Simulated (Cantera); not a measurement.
Input: 1 mol SiH2Cl2, a varied amount of HCl, 8.9 mol H2, held at 1125 K and 1.00 bar.

These are equilibrium values from Cantera (NASA tables, ideal gas, pure condensed phases), not measurements of a reactor. Candidate condensed phases: Si; 19 gas species. Kinetics and transport are ignored.

Q: Which condensed phases are stable at each of these points (n(HCl) (mol)): 0.37, 0.44, 0.51, 0.6, 0.71, 0.83, 0.98, 1.2, 1.4, 1.6, 1.9?

A: 
```
n(HCl) (mol)  condensed phases  Si condensed (%)
------------  ----------------  ----------------
0.37                     Si(s)              38.6
0.44                     Si(s)              36.7
0.51                     Si(s)              34.8
0.6                      Si(s)              32.4
0.71                     Si(s)              29.5
0.83                     Si(s)              26.2
0.98                     Si(s)              22.2
1.2                      Si(s)              16.3
1.4                      Si(s)              10.9
1.6                      Si(s)               5.6
1.9                   gas only               0.0
```

From 0.37 mol HCl to 1.6 mol HCl the condensed part is Si(s). At 1.9 mol HCl nothing is condensed.
